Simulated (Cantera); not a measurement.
Feed: 1 mol Si₂H₆, 1.2 mol N₂O, 7.7 mol N₂, held at 1375 K and 0.000250 bar.

Equilibrium computed with Cantera from the NASA thermochemical tables; the gas is ideal and each condensed phase is pure. Candidate condensed phases: H₂O, Si, SiO₂, Si₂N₂O, Si₃N₄; 35 gas species. The feed counts by its element totals alone. Mutual solubility and eutectic melting of coexisting phases are not modelled. The tables hold silica as quartz up to 1696 K and as liquid above; real silica turns to tridymite and cristobalite and melts near 1996 K. Rates play no part.

Base state: N₂ 0.724, H₂ 0.272, SiO 0.00404, H 0.000113 (mole fractions); condensed: SiO₂(β-quartz) + Si₂N₂O(s).

Question: What changes in the equilibrium state with this change: temperature from 1375 K to 800 K?

Answer: 
| species | before | after |
|---|---|---|
| N₂ | 0.724 | 0.726 |
| H₂ | 0.272 | 0.274 |
| SiO | 0.00404 | <1e-9 |
| H | 0.000113 | <1e-9 |
| SiO₂(β-quartz), mol | 0.118 | 0 |
| Si₂N₂O(s), mol | 0.919 | 0.933 |
| SiO₂(α-quartz), mol | 0 | 0.133 |
